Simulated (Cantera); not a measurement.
**Equilibrium for silicon nitride deposition: Si₂Cl₆ + NH₃ + N₂**

A closed system holds: 1 mol Si₂Cl₆, 10 mol NH₃, a varied amount of N₂, equilibrated at 6300 Pa.

Cantera equilibrium calculation (NASA polynomials, part measured and part estimated; ideal gas, pure solids and liquids). Candidate condensed phases: NH₄Cl, Si, Si₃N₄; 28 gas species. The feed counts by its element totals alone. Mutual solubility and eutectic melting of coexisting phases are not modelled. The tables' values for SiCl₃ are old estimates. The numbers say what is thermodynamically allowed, not how fast it happens.

Question: Map the stable condensed phases over T = 1575, 1600, 1625, 1650, 1675, 1700, 1725, 1750, 1775 °C and n(N₂) in mol = 2.8, 6.5, 10, 14, 18, 21, 25, 29, 32, 36, 40, 44, 47.

Answer: 
```
T in °C \ n(N₂) in mol
         2.8 6.5  10  14  18  21  25  29  32  36  40  44  47
   1775    A   A   A   A   A   A   A   A   A   A   A   A   A
   1750    A   A   A   A   A   A   A   A   A   A   A   A   A
   1725    A   A   A   A   A   A   A   A   A   A   A   A   A
   1700    A   A   A   A   A   A   A   A   A   A   A   A   A
   1675    A   A   A   A   A   A   A   A   A   A   A   A   A
   1650    A   A   A   A   A   A   A   A   A   A   A   A   A
   1625    A   A   A   A   A   A   A   B   B   B   B   B   B
   1600    A   A   B   B   B   B   B   B   B   B   B   B   B
   1575    C   B   B   B   B   B   B   B   B   B   B   B   B
```
A: Si; B: Si₃N₄; C: Si + Si₃N₄.
